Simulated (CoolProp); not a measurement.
Vapour-liquid equilibrium of R22 (1) + R152A (2) at 0.13 bar; x and y are mole fractions of (1).

The numbers come from the multi-fluid Helmholtz-energy mixture model, Kamei 1995 and Outcalt 1996; pair parameters Bell 2016 in CoolProp.

```
x      bubble temperature, mixture model (K)  bubble temperature, Raoult's law (K)  y, mixture model  y, Raoult's law
-----  -------------------------------------  ------------------------------------  ----------------  ---------------
0.05                                   210.1                                 209.8             0.101            0.119
0.125                                  208.8                                 208.2             0.238            0.270
0.2                                    207.6                                 206.8             0.359            0.395
0.275                                  206.4                                 205.4             0.467            0.500
0.35                                   205.3                                 204.2             0.562            0.589
0.425                                  204.1                                 203.0             0.647            0.664
0.5                                    203.0                                 202.0             0.721            0.730
0.575                                  201.9                                 201.0             0.785            0.786
0.65                                   200.8                                 200.0             0.841            0.836
0.725                                  199.7                                 199.2             0.888            0.879
0.8                                    198.7                                 198.3             0.927            0.917
0.875                                  197.8                                 197.6             0.960            0.951
0.95                                   196.9                                 196.8             0.986            0.982
```

The largest gap from Raoult's law is +1.1 K in bubble temperature, at x = 0.35. No azeotrope shows between x = 0.05 and 0.95.

The pair parameters rest on a limited set of measurements; away from them the model extrapolates.
